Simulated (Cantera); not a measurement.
A closed system holds: 1 mol AlCl₃, 0.37 mol O₂, 50 mol N₂, at 0.730 bar.

These are equilibrium values from Cantera (NASA tables, ideal gas, pure condensed phases), not measurements of a reactor. Candidate condensed phases: Al, AlCl₃, AlN, Al₂O₃; 24 gas species. Kinetics and transport are ignored.

At 1250 K, list the 4 most abundant gas species with their mole fractions, and the condensed phases.

N₂ 0.975, Cl₂ 0.0139, AlCl₃ 0.00988, Cl 0.00108. Condensed: Al₂O₃(s).
